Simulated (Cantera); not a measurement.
A perfectly stirred reactor is fed with 68.5 % CH4, 31.5 % H2O, at 760 Torr; it is held at 2098 K, and followed from long to short residence time.

Model: GRI-Mech 3.0 (53 species, 325 reactions), integrated in Cantera. GRI-Mech 3.0 stops at C3 and has no aromatics, soot or wall deposition, so with more carbon than oxygen in the feed, carbon stays in small species such as C2H2 where larger ones or solid carbon would form.

Q: Predict: x(CH4) at τ = 0.490 s; x(H2O) at τ = 0.490 s; x(C2H) at τ = 0.490 s; x(H) at τ = 0.490 s; x(CH4) at τ = 5.30 ms; x(H2O) at τ = 5.30 ms; x(C2H) at τ = 5.30 ms; x(H) at τ = 5.30 ms.

A: 
- x(CH4) at τ = 0.490 s = 0.00451
- x(H2O) at τ = 0.490 s = 0.00321
- x(C2H) at τ = 0.490 s = 8.40e-6
- x(H) at τ = 0.490 s = 0.00264
- x(CH4) at τ = 5.30 ms = 0.0357
- x(H2O) at τ = 5.30 ms = 0.0940
- x(C2H) at τ = 5.30 ms = 1.21e-5
- x(H) at τ = 5.30 ms = 0.00231
